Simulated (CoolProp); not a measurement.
Vapour-liquid equilibrium of isobutene (1) + n-butane (2) at 2.02 MPa; x and y are mole fractions of (1).

Computed with CoolProp (multi-fluid Helmholtz-energy mixture model, Lemmon 2005 and Bücker 2006; pair parameters Bell 2016).

Q: Give the bubble temperature and the first vapour's composition at x = 0.55, 0.65, 0.75. Is there an azeotrope?

A: x = 0.55: 382.1 K, y = 0.575; x = 0.65: 381.2 K, y = 0.672; x = 0.75: 380.4 K, y = 0.767. No azeotrope shows between x = 0.05 and 0.95.

The pair parameters rest on a limited set of measurements; away from them the model extrapolates.
